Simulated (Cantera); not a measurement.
A closed system holds: 1 mol Fe₂O₃, a varied amount of H₂, at 1698.15 K and 31.5 Torr.

Equilibrium computed with Cantera from the NASA thermochemical tables; the gas is ideal and each condensed phase is pure. Candidate condensed phases: Fe, FeO, Fe(OH)₂, Fe(OH)₃, Fe₂O₃, Fe₃O₄, H₂O; 12 gas species. Mutual solubility and eutectic melting of coexisting phases are not modelled. The tables' stoichiometric FeO is somewhat more stable than real wüstite, so its field is too wide. FeO: taken at fixed stoichiometry. The numbers say what is thermodynamically allowed, not how fast it happens.

Task: Which condensed phases are stable at each of these points (n(H₂) (mol)): 1.4, 2.4, 4.1, 7.1, 12, 21, 35, 61, 100, 180?

Result: 
| n(H₂) (mol) | condensed phases | Fe condensed (%) |
|---|---|---|
| 1.4 | FeO(l) | 100.0 |
| 2.4 | FeO(l) | 100.0 |
| 4.1 | Fe(δ) + FeO(l) | 100.0 |
| 7.1 | Fe(δ) + FeO(l) | 99.9 |
| 12 | Fe(δ) | 99.9 |
| 21 | Fe(δ) | 99.8 |
| 35 | Fe(δ) | 99.7 |
| 61 | Fe(δ) | 99.6 |
| 100 | Fe(δ) | 99.3 |
| 180 | Fe(δ) | 98.7 |

From 1.4 mol H₂ to 2.4 mol H₂ the condensed part is FeO(l). From 4.1 mol H₂ to 7.1 mol H₂ the condensed part is Fe(δ) + FeO(l). From 12 mol H₂ to 180 mol H₂ the condensed part is Fe(δ).
